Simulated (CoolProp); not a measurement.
Fluoroethane (R161) along the isobar 50 bar: density (kg/m³) from the reference equation and from simpler models built on Tc = 375.2 K, pc = 50.10 bar, ω = 0.216; each cubic takes its own stable root.

The numbers come from the reference Helmholtz-energy equation of state, Wu 2012 in CoolProp.

```
T (K)   phase  reference  van der Waals  Redlich-Kwong
-----  ------  ---------  -------------  -------------
232.9  liquid      827.1          479.7          697.5
254.1  liquid      797.3          462.1          665.7
275.3  liquid      764.4          442.8          630.3
296.5  liquid      726.8          421.0          590.3
317.7  liquid      682.4          395.7          543.9
339    liquid      627.0          364.1          487.0
360.2  liquid      548.9          318.6          407.8
381.4     gas      151.0          140.8          146.9
402.6     gas      109.3          108.9          109.9
423.8     gas      92.90          94.17          93.98
```
